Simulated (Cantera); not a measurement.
A Cantera script and what it prints.

```python
import numpy as np
import cantera as ct

gas_names = """
    AL ALH ALN ALO ALOH ALO2 ALO2H AL2 AL2O AL2O2 H HALO HNO HNO2 HNO3 HO2 H2 H2O H2O2 N NH NH2 NH3
    NH2OH NO NO2 NO3 N2 N2H2 N2H4 N2O O OH O2 O3
""".split()
cond_names = """
    AL(cr) AL(L) ALN(s) AL2O3(a) AL2O3(L) H2O(s) H2O(L)
""".split()


def load(file, names, dense=False):
    # The tables refer to 1 bar. Condensed volumes are neglected.
    table = {s.name: s for s in ct.Species.list_from_file(file)}
    out = []
    for n in names:
        d = dict(table[n].input_data)
        d["thermo"] = dict(d["thermo"], **{"reference-pressure": 1e5})
        if dense:
            d["equation-of-state"] = {"model": "constant-volume", "density": "1e6 g/cm^3"}
        out.append(ct.Species.from_dict(d))
    return out


gas = ct.Solution(thermo="ideal-gas", species=load("nasa_gas.yaml", gas_names))
cond = {s.name: ct.Solution(thermo="fixed-stoichiometry", species=[s], name=s.name)
        for s in load("nasa_condensed.yaml", cond_names, dense=True)}
atoms = {
    'AlN': {'AL': 1, 'N': 1},
    'H2O': {'H': 2, 'O': 1},
    'N2': {'N': 2},
}
top_T = {'ALN(s)': 2750}  # K; cautious upper limits of use, not melting points


def equilibrate(T, P, feed):
    n = {}
    for name, mol in feed.items():
        for a, k in atoms[name].items():
            n[a] = n.get(a, 0.0) + k * mol
    gas.TPX = T, P, n
    mass = sum(n.values()) * gas.mean_molecular_weight
    gas.equilibrate("TP")
    valid = [c for c in cond.values() if c.min_temp <= T <= top_T.get(c.name, c.max_temp)]
    mix = ct.Mixture([(gas, mass / gas.mean_molecular_weight)] + [(c, 0.0) for c in valid])
    mix.T, mix.P = T, P
    mix.equilibrate("TP", solver="vcs", rtol=1e-11, max_steps=5000)
    return mix


results = []
feed = {'AlN': 1, 'H2O': 2.5, 'N2': 0.4}  # mol
P = 7.3  # Pa
for T in [973, 1073, 1173, 1273, 1373, 1473, 1573, 1673, 1773, 1873, 1973, 2073]:
    mix = equilibrate(T, P, feed)
    results.append((T, P, feed, dict(zip(mix.species_names, mix.species_moles))))

top = {s: max(r[3][s] / sum(r[3][g] for g in gas_names) for r in results) for s in gas_names}
cols = sorted((s for s in top if top[s] > 1e-05), key=lambda s: -top[s])[:6]
seen = [c for c in cond_names if any(r[3].get(c, 0) > 1e-12 for r in results)]
print("log10 of partial pressures in bar; condensed amounts in mol")
print(f"{'T/K':>10s}" + "".join(f"{s[:9]:>10s}" for s in cols + seen))
for T, P, feed, n in results:
    ng = sum(n[g] for g in gas_names)
    print(f"{T:10.4g}" + "".join(f"{np.log10(max(n[s] / ng * P / 1e5, 1e-99)):10.3f}" for s in cols)
          + "".join(f"{n.get(c, 0):10.4g}" for c in seen))
```

Output:

```
log10 of partial pressures in bar; condensed amounts in mol
       T/K        H2       H2O        N2         H        OH         O  AL2O3(a)
       973    -4.492    -4.668    -4.714   -11.212   -14.137   -20.763       0.5
      1073    -4.492    -4.668    -4.714   -10.100   -12.703   -18.258       0.5
      1173    -4.492    -4.668    -4.714    -9.175   -11.512   -16.176       0.5
      1273    -4.492    -4.668    -4.714    -8.393   -10.507   -14.419       0.5
      1373    -4.492    -4.668    -4.714    -7.724    -9.648   -12.914       0.5
      1473    -4.493    -4.668    -4.714    -7.144    -8.905   -11.613       0.5
      1573    -4.494    -4.669    -4.715    -6.638    -8.255   -10.474       0.5
      1673    -4.498    -4.671    -4.716    -6.193    -7.683    -9.470       0.5
      1773    -4.507    -4.675    -4.719    -5.800    -7.175    -8.574       0.5
      1873    -4.527    -4.684    -4.725    -5.453    -6.721    -7.769       0.5
      1973    -4.563    -4.706    -4.738    -5.151    -6.317    -7.038       0.5
      2073    -4.625    -4.758    -4.761    -4.892    -5.969    -6.381    0.4999
```

Cantera equilibrium calculation (NASA polynomials, part measured and part estimated; ideal gas, pure solids and liquids). The tables' values for AlOH are old estimates; treat these amounts as uncertain.
